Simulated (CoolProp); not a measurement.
Vapour-liquid equilibrium of ethanol (1) + n-heptane (2) at 1690 kPa; x and y are mole fractions of (1).

Model: multi-fluid Helmholtz-energy mixture model, Schroeder 2014 and Span 2003; pair parameters Bell 2016, in CoolProp.

| x | bubble temperature, mixture model (K) | bubble temperature, Raoult's law (K) | y, mixture model | y, Raoult's law |
|---|---|---|---|---|
| 0.05 | 492.3 | 500.1 | 0.171 | 0.144 |
| 0.125 | ? | 491.6 | 0.359 | 0.311 |
| 0.2 | 466.7 | 484.6 | 0.469 | 0.438 |
| 0.275 | ? | 478.6 | 0.539 | 0.539 |
| 0.35 | 456.7 | 473.5 | 0.589 | 0.621 |
| 0.425 | 453.8 | 468.9 | 0.629 | 0.690 |
| 0.5 | ? | 464.9 | 0.666 | 0.749 |
| 0.575 | 449.9 | 461.3 | 0.701 | 0.800 |
| 0.65 | ? | 458.0 | 0.739 | 0.845 |
| 0.725 | 447.4 | 455.0 | 0.781 | 0.885 |
| 0.8 | 446.6 | 452.3 | 0.828 | 0.920 |
| 0.875 | 446.1 | 449.7 | 0.885 | 0.953 |
| 0.95 | 445.9 | 447.4 | 0.950 | 0.982 |

Question: Some entries are withheld; supply them.

Answer: 
- 0.125, bubble temperature, mixture model (K): 476.4
- 0.275, bubble temperature, mixture model (K): 460.7
- 0.5, bubble temperature, mixture model (K): 451.6
- 0.65, bubble temperature, mixture model (K): 448.5

The largest gap from Raoult's law is -17.9 K in bubble temperature, at x = 0.275. No azeotrope shows between x = 0.05 and 0.95.

The pair parameters rest on a limited set of measurements; away from them the model extrapolates.
